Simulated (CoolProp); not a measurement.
Vapour-liquid equilibrium of toluene (1) + n-decane (2) at 0.136 MPa; x and y are mole fractions of (1).

Computed with CoolProp (multi-fluid Helmholtz-energy mixture model, Lemmon 2006 and Lemmon 2006; pair parameters Bell 2016).

```
x     bubble temperature (K)  y at the bubble point  dew temperature at overall composition x (K)  liquid density (mol/L)
----  ----------------------  ---------------------  --------------------------------------------  ----------------------
0.05                   453.2                  0.171                                           [?]                   4.308
0.2                    436.7                    [?]                                         452.0                   4.759
0.35                     [?]                  0.731                                         445.8                     [?]
0.5                    414.1                  0.841                                         438.5                   5.790
0.65                     [?]                  0.907                                           [?]                   6.407
0.8                    401.1                  0.953                                           [?]                   7.131
0.95                   396.0                  0.989                                         401.5                     [?]
```

**Question.** Complete the blanks.

**Answer.** 
- 0.05, dew temperature at overall composition x (K): 457.5
- 0.2, y at the bubble point: 0.533
- 0.35, bubble temperature (K): 423.8
- 0.35, liquid density (mol/L): 5.248
- 0.65, bubble temperature (K): 406.9
- 0.65, dew temperature at overall composition x (K): 429.6
- 0.8, dew temperature at overall composition x (K): 418.0
- 0.95, liquid density (mol/L): 8.003

No azeotrope shows between x = 0.05 and 0.95.

Pair parameters are fitted to limited data, so mixtures are less certain than the pure fluids. The gap from Raoult's law changes sign with composition, which may be real or a fault of the pair parameters; it wasn't checked against measurements.
